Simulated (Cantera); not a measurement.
A closed system holds: 1 mol CO2, 1.8 mol H2O, 0.088 mol O2, equilibrated at 1225 K and 0.400 bar.

Equilibrium computed with Cantera from the NASA thermochemical tables; the gas is ideal and each condensed phase is pure. Candidate condensed phases: C, C6H6, C7H8, C8H18, H2O; 110 gas species. Kinetics and transport are ignored.

Base state: H2O 0.623, CO2 0.346, O2 0.0305 (mole fractions); condensed: gas only.

**Question.** What changes in the equilibrium state with this change: CO2 replaced by NF3?

**Answer.** 
```csv
species,before,after
HF,0,0.647
O2,0.0305,0.181
N2,0,0.108
H2O,0.623,0.0647
CO2,0.346,0
NO,0,8.09e-5
```

**Question.** What changes in the equilibrium state with this change: temperature from 1225 K to 1873 K?

**Answer.** 
```json
[
 {"species": "H2O", "before": "0.623", "after": "0.621"},
 {"species": "CO2", "before": "0.346", "after": "0.344"},
 {"species": "O2", "before": "0.0305", "after": "0.0308"},
 {"species": "OH", "before": "8.09e-6", "after": "0.00204"},
 {"species": "H", "before": "<1e-9", "after": "2.46e-5"},
 {"species": "CO", "before": "9.74e-8", "after": "0.00132"},
 {"species": "O", "before": "1.16e-8", "after": "6.56e-5"},
 {"species": "H2", "before": "1.19e-7", "after": "0.000579"}
]
```

**Question.** What changes in the equilibrium state with this change: temperature from 1225 K to 2575 K?

**Answer.** 
| species | before | after |
|---|---|---|
| H2O | 0.623 | 0.526 |
| CO2 | 0.346 | 0.242 |
| CO | 9.74e-8 | 0.0789 |
| H2 | 1.19e-7 | 0.0268 |
| OH | 8.09e-6 | 0.0397 |
| O2 | 0.0305 | 0.0691 |
| H | <1e-9 | 0.00896 |
| O | 1.16e-8 | 0.00862 |
| HO2 | 8.25e-9 | 1.37e-5 |
